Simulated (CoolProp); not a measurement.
Vapour-liquid equilibrium of CF4 (R14) (1) + R13 (2) at 184.7 K; x and y are mole fractions of (1).

Computed with CoolProp (multi-fluid Helmholtz-energy mixture model, Platzer 1990 and Platzer 1990; pair parameters Bell 2016). This equation is an older, rougher fit; its heat capacities, sound speeds and derivatives of the liquid may be far off and weren't checked against measurements.

**Question.** Give the bubble pressure and the first vapour's composition at x = 0.15, 0.65, 0.95. Is there an azeotrope?

**Answer.** x = 0.15: 2.174 bar, y = 0.714; x = 0.65: 5.936 bar, y = 0.940; x = 0.95: 8.166 bar, y = 0.991. No azeotrope shows between x = 0.05 and 0.95.

The pair parameters rest on a limited set of measurements; away from them the model extrapolates. The gap from Raoult's law changes sign with composition, which may be real or a fault of the pair parameters; it wasn't checked against measurements.
